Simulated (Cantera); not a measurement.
Input (Python, Cantera) and output of one run.

```python
import numpy as np
import cantera as ct

gas_names = """
    H HO2 H2 H2O H2O2 H2S H2SO4 Mg MgH MgO MgOH MgO2H2 MgS Mg2 O OH O2 O3 S SH SO SO2 SO3 S2 S2O S8
""".split()
cond_names = """
    H2O(s) H2O(L) H2SO4(L) Mg(cr) Mg(L) MgO(s) MgO(L) MgO2H2(s) MgS(s) MgSO4(s) MgSO4(L) S(cr1) S(cr2)
    S(L)
""".split()


# ... load() reads the species with a 1 bar reference pressure and builds the phases ...
atoms = {
    'MgO': {'Mg': 1, 'O': 1},
    'SO3': {'S': 1, 'O': 3},
    'H2O': {'H': 2, 'O': 1},
}
top_T = {'MgS(s)': 2250}  # K; cautious upper limits of use, not melting points


# ... equilibrate(T, P, feed) seeds the gas with the atoms and calls Mixture.equilibrate('TP', solver="vcs", rtol=1e-11, max_steps=5000) ...
results = []
feed = {'MgO': 1, 'SO3': 4.7, 'H2O': 0.24}  # mol
P = 1800000  # Pa
for T in [825, 875, 925, 975, 1025, 1075, 1125, 1175, 1225, 1275, 1325, 1375]:
    mix = equilibrate(T, P, feed)
    results.append((T, P, feed, dict(zip(mix.species_names, mix.species_moles))))
    x = sorted(zip(gas.X, gas.species_names), reverse=True)
    print(f"T = {T:g} K  P = {P:g} Pa  gas = {mix.phase_moles(0):.4g} mol")
    print("   x: " + "  ".join(f"{s} {v:.3e}" for v, s in x if v > 1e-05))
    print("   condensed (mol): " + ("  ".join(f"{mix.phase(i).name} {mix.phase_moles(i):.4g}"
          for i in range(1, mix.n_phases) if mix.phase_moles(i) > 1e-12) or "none"))
```

Output:

```
T = 825 K  P = 1.8e+06 Pa  gas = 3.952 mol
   x: SO3 8.565e-01  SO2 5.520e-02  H2O 3.626e-02  O2 2.760e-02  H2SO4 2.446e-02
   condensed (mol): MgSO4(s) 1
T = 875 K  P = 1.8e+06 Pa  gas = 4.071 mol
   x: SO3 8.041e-01  SO2 9.132e-02  O2 4.566e-02  H2O 4.554e-02  H2SO4 1.341e-02
   condensed (mol): MgSO4(s) 1
T = 925 K  P = 1.8e+06 Pa  gas = 4.205 mol
   x: SO3 7.335e-01  SO2 1.396e-01  O2 6.980e-02  H2O 5.023e-02  H2SO4 6.851e-03
   condensed (mol): MgSO4(s) 1
T = 975 K  P = 1.8e+06 Pa  gas = 4.357 mol
   x: SO3 6.473e-01  SO2 1.984e-01  O2 9.921e-02  H2O 5.168e-02  H2SO4 3.403e-03
   condensed (mol): MgSO4(s) 1
T = 1025 K  P = 1.8e+06 Pa  gas = 4.53 mol
   x: SO3 5.514e-01  SO2 2.638e-01  O2 1.319e-01  H2O 5.130e-02  H2SO4 1.678e-03
   condensed (mol): MgSO4(s) 1
T = 1075 K  P = 1.8e+06 Pa  gas = 4.715 mol
   x: SO3 4.538e-01  SO2 3.302e-01  O2 1.651e-01  H2O 5.008e-02  H2SO4 8.295e-04
   condensed (mol): MgSO4(s) 1
T = 1125 K  P = 1.8e+06 Pa  gas = 4.899 mol
   x: SO2 3.924e-01  SO3 3.624e-01  O2 1.962e-01  H2O 4.857e-02  H2SO4 4.146e-04
   condensed (mol): MgSO4(s) 1
T = 1175 K  P = 1.8e+06 Pa  gas = 5.071 mol
   x: SO2 4.465e-01  SO3 2.829e-01  O2 2.232e-01  H2O 4.712e-02  H2SO4 2.110e-04
   condensed (mol): MgSO4(s) 1
T = 1225 K  P = 1.8e+06 Pa  gas = 5.221 mol
   x: SO2 4.909e-01  O2 2.455e-01  SO3 2.177e-01  H2O 4.586e-02  H2SO4 1.101e-04
   condensed (mol): MgSO4(s) 1
T = 1275 K  P = 1.8e+06 Pa  gas = 5.345 mol
   x: SO2 5.258e-01  O2 2.629e-01  SO3 1.664e-01  H2O 4.484e-02  H2SO4 5.911e-05
   condensed (mol): MgSO4(s) 1
T = 1325 K  P = 1.8e+06 Pa  gas = 5.444 mol
   x: SO2 5.525e-01  O2 2.763e-01  SO3 1.271e-01  H2O 4.405e-02  H2SO4 3.280e-05
   condensed (mol): MgSO4(s) 1
T = 1375 K  P = 1.8e+06 Pa  gas = 5.52 mol
   x: SO2 5.726e-01  O2 2.863e-01  SO3 9.765e-02  H2O 4.345e-02  H2SO4 1.882e-05
   condensed (mol): MgSO4(s) 1
```

Cantera equilibrium calculation (NASA polynomials, part measured and part estimated; ideal gas, pure solids and liquids).
